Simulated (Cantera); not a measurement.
A freely propagating, adiabatic, planar premixed flame of 37.0 % H2, 10.9 % O2, 52.1 % N2, equivalence ratio 1.7, unburnt at 398 K and 100000 Pa; mixture-averaged transport, grid criteria slope 0.08 and curve 0.16, no radiation.

Computed with Cantera and the H2/O2 subset of GRI-Mech 3.0, which has no nitrogen chemistry. Burning velocities carry a grid error of a few per cent, more on coarse grids.

### Question
Predict: laminar burning velocity; thermal thickness; peak x(OH); peak x(H); peak x(O); peak x(H2O2).

### Answer
```json
{
 "laminar_burning_velocity": "376 cm/s",
 "thermal_thickness": "0.382 mm",
 "peak x(OH)": "0.00408",
 "peak x(H)": "0.0637",
 "peak x(O)": "0.00349",
 "peak x(H2O2)": "5.84e-5"
}
```
